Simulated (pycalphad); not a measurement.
An equivalent pycalphad script:

```python
from pycalphad import Database, equilibrium, calculate, variables as v
import numpy as np
db = Database('COST507.tdb')
comps = ['SI', 'CU', 'VA']
phases = ['BCC_A2', 'CU19SI6_ETA', 'CU33SI7_DELTA', 'CU4SI_EPSILON', 'CU56SI11_GAMMA', 'DIAMOND_A4', 'FCC_A1', 'HCP_A3', 'LIQUID']
eq = equilibrium(db, comps, phases, {v.X('CU'): 0.0025, v.T: np.arange(1850, 499, -40), v.P: 101325, v.N: 1}, output=['HM', 'SM'])
```

Source of the numbers: pycalphad with the COST 507 light-alloy database (1999); pressure 1 atm. The database dates from 1999; later assessments differ in places, in temperatures and in the compounds included. Amounts are mole fractions of atoms. Kinetics are ignored, which matters at the lower temperatures.

Results at three of the temperatures:

```
T = 1570.00 K, P = 101325 Pa, N = 1 mol of atoms
G = -61252 J/mol, H = 33177 J/mol, S = 60.15 J/(mol K)  (SER reference)
chemical potentials (J/mol): Si -61101, Cu -121634
phase             fraction      x(Si)      x(Cu)
DIAMOND_A4          0.9870     1.0000       none
LIQUID              0.0130     0.8071     0.1929
```

```
T = 1290.00 K, P = 101325 Pa, N = 1 mol of atoms
G = -45221 J/mol, H = 24854 J/mol, S = 54.32 J/(mol K)  (SER reference)
chemical potentials (J/mol): Si -45135, Cu -79504
phase             fraction      x(Si)      x(Cu)
DIAMOND_A4          0.9955     1.0000       none
LIQUID              0.0045     0.4475     0.5525
```

```
T = 570.00 K, P = 101325 Pa, N = 1 mol of atoms
G = -12860 J/mol, H = 6104 J/mol, S = 33.27 J/(mol K)  (SER reference)
chemical potentials (J/mol): Si -12833, Cu -23737
phase             fraction      x(Si)      x(Cu)
DIAMOND_A4          0.9967     1.0000       none
CU19SI6_ETA         0.0033     0.2400     0.7600
```

Changes of the phase set, refined by bisection:

```csv
T (K),phases above,phases below
1685.8,liquid,diamond (Si) + liquid
1073.6,diamond (Si) + liquid,CU19SI6_ETA + diamond (Si)
```

Database names, with the compositions (at.%) that they take in these runs: CU19SI6_ETA: Cu 76 Si 24. DIAMOND_A4 is diamond (Si). An entry "none" or "no" means that the model of the phase leaves that element out. The hcp model here describes the intermediate κ phase of Cu-Si.
